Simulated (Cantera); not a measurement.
A Cantera script and what it prints.

```python
import numpy as np
import cantera as ct

gas_names = """
    B BH BH2 BH3 BN BO BO2 B2 B2O B2O2 B2O3 B3O3H3 H HBO HBO2 HNO HNO2 HNO3 HO2 H2 H2O H2O2 H3B3O6 N NH
    NH2 NH3 NH2OH NO NO2 NO3 N2 N2H2 N2H4 N2O O OH O2 O3
""".split()
cond_names = """
    B(b) B(L) BN(s) B2O3(L) B3O3H3(cr) H2O(s) H2O(L)
""".split()


# ... load() reads the species with a 1 bar reference pressure and builds the phases ...
atoms = {
    'borazine': {'B': 3, 'N': 3, 'H': 6},
    'O2': {'O': 2},
    'NH3': {'N': 1, 'H': 3},
}
top_T = {'BN(s)': 3200}  # K; cautious upper limits of use, not melting points


# ... equilibrate(T, P, feed) seeds the gas with the atoms and calls Mixture.equilibrate('TP', solver="vcs", rtol=1e-11, max_steps=5000) ...
results = []
feed = {'borazine': 1, 'O2': 4.5, 'NH3': 0.1}  # mol
P = 100000  # Pa
for T in [1198, 1273, 1348, 1423, 1498, 1573, 1648, 1723, 1798, 1873]:
    mix = equilibrate(T, P, feed)
    results.append((T, P, feed, dict(zip(mix.species_names, mix.species_moles))))

top = {s: max(r[3][s] / sum(r[3][g] for g in gas_names) for r in results) for s in gas_names}
cols = sorted((s for s in top if top[s] > 0.001), key=lambda s: -top[s])[:9]
seen = [c for c in cond_names if any(r[3].get(c, 0) > 1e-12 for r in results)]
print("log10 of partial pressures in bar; condensed amounts in mol")
print(f"{'T/K':>10s}" + "".join(f"{s[:9]:>10s}" for s in cols + seen))
for T, P, feed, n in results:
    ng = sum(n[g] for g in gas_names)
    print(f"{T:10.4g}" + "".join(f"{np.log10(max(n[s] / ng * P / 1e5, 1e-99)):10.3f}" for s in cols)
          + "".join(f"{n.get(c, 0):10.4g}" for c in seen))
```

Output:

```
log10 of partial pressures in bar; condensed amounts in mol
       T/K       H2O        N2      HBO2        O2      B2O3    H3B3O6        NO        OH       BO2   B2O3(L)
      1198    -0.237    -0.539    -3.211    -0.900    -8.065    -2.285    -4.044    -5.210    -8.077     1.457
      1273    -0.237    -0.540    -2.774    -0.901    -7.062    -2.400    -3.810    -4.792    -7.227     1.463
      1348    -0.237    -0.540    -2.389    -0.902    -6.175    -2.506    -3.602    -4.421    -6.475     1.464
      1423    -0.240    -0.542    -2.048    -0.903    -5.387    -2.605    -3.417    -4.090    -5.804     1.456
      1498    -0.245    -0.544    -1.745    -0.906    -4.681    -2.699    -3.251    -3.794    -5.203     1.435
      1573    -0.254    -0.548    -1.475    -0.910    -4.047    -2.793    -3.103    -3.528    -4.661     1.395
      1648    -0.269    -0.554    -1.235    -0.916    -3.473    -2.889    -2.971    -3.292    -4.170     1.326
      1723    -0.294    -0.563    -1.023    -0.926    -2.952    -2.993    -2.854    -3.082    -3.725     1.217
      1798    -0.331    -0.576    -0.837    -0.941    -2.477    -3.111    -2.752    -2.898    -3.319     1.049
      1873    -0.386    -0.595    -0.677    -0.961    -2.042    -3.251    -2.665    -2.741    -2.949    0.7974
```

Cantera equilibrium calculation (NASA polynomials, part measured and part estimated; ideal gas, pure solids and liquids). The feed counts by its element totals alone. Gases not in the tables: H3BO3.
